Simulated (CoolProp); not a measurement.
Vapour-liquid equilibrium of CH2F2 (R32) (1) + R123 (2) at 0.00484 MPa; x and y are mole fractions of (1).

Values from CoolProp's multi-fluid Helmholtz-energy mixture model, Tillner-Roth 1997 and Younglove 1994; pair parameters Bell 2016.

```
x     bubble temperature (K)  y at the bubble point  dew temperature at overall composition x (K)  liquid density (mol/L)
----  ----------------------  ---------------------  --------------------------------------------  ----------------------
0.05                   206.0                  0.914                                         237.0                   11.33
0.15                   189.7                  0.984                                         235.3                   12.32
0.25                   184.0                  0.993                                         233.4                   13.26
0.35                   181.3                  0.995                                         231.3                   14.26
0.45                   179.8                  0.996                                         228.9                   15.37
0.55                   179.0                  0.997                                         226.1                   16.63
0.65                   178.4                  0.997                                         222.7                   18.08
0.75                   177.9                  0.998                                         218.4                   19.77
0.85                   177.2                  0.998                                         212.2                   21.77
0.95                   176.4                  0.999                                         200.4                   24.20
```

No azeotrope shows between x = 0.05 and 0.95.

The pair parameters rest on a limited set of measurements; away from them the model extrapolates. With so large a gap from Raoult's law the liquid may split in two, which this calculation doesn't test in full.
